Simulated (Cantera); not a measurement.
Feed: 1 mol FeS, 0.3 mol O2, a varied amount of N2, at 850 K and 1 atm.

These are equilibrium values from Cantera (NASA tables, ideal gas, pure condensed phases), not measurements of a reactor. Candidate condensed phases: Fe, FeO, FeS, FeSO4, FeS2, Fe2O3, Fe2(SO4)3, Fe3O4, S; 19 gas species. FeS: taken at fixed stoichiometry. Gases not in the tables: S3 to S7. The numbers say what is thermodynamically allowed, not how fast it happens.

Q: At 2 mol N2, list the 4 most abundant gas species with their mole fractions, and the condensed phases.

A: N2 0.934, SO2 0.0646, S2 0.00120, S2O 0.000104. Condensed: FeS(s) + FeS2(s) + Fe3O4(s).
